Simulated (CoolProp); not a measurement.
Properties of dry air along the isotherm -147.35 °C.

Computed with CoolProp (reference Helmholtz-energy equation of state, Lemmon 2000). It is a pseudo-pure fit of the blend.

```
p (MPa)   phase  density (kg/m³)  cv (kJ/(kg K))  Joule-Thomson coefficient (K/MPa)  isothermal compressibility (1/MPa)  Prandtl number  fugacity coefficient
-------  ------  ---------------  --------------  ---------------------------------  ----------------------------------  --------------  --------------------
0.71        gas            21.33          0.7516                              11.25                               1.536           0.818                0.9270
1.42        gas            47.30          0.7991                              11.42                              0.8728           0.934                0.8549
4.26     liquid            601.6          0.9231                             0.7353                             0.03441            2.02                0.4979
4.97     liquid            614.8          0.9173                             0.5820                             0.02762            1.90                0.4408
5.68     liquid            626.0          0.9136                             0.4675                             0.02322            1.81                0.3981
```

Viscosity comes from a separate model (Lemmon 2004). Thermal conductivity comes from a separate model (Lemmon 2004).
